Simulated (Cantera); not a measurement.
Charge: 1 mol C2H2, 2.3 mol NH3, 0.18 mol N2, held at 94.0 bar.

Cantera equilibrium calculation (NASA polynomials, part measured and part estimated; ideal gas, pure solids and liquids). Candidate condensed phases: C, C6H6, C7H8, C8H18; 92 gas species. The ideal-gas law is rough above about 30 bar. Rates play no part. All values below are at 700 °C.

Base state: CH4 0.464, N2 0.336, H2 0.196, NH3 0.00331, C2H6 0.000152 (mole fractions); condensed: C(graphite).

Question: What changes in the equilibrium state with this change: C2H2 replaced by CO?

Answer: 
```csv
species,before,after
N2,0.336,0.334
CH4,0.464,0.228
H2O,0,0.213
CO2,0,0.0155
H2,0.196,0.197
CO,0,0.00892
C2H6,0.000152,3.64e-5
NH3,0.00331,0.00333
"C(graphite), mol",0.170,0
```
Further candidate phases: H2O.
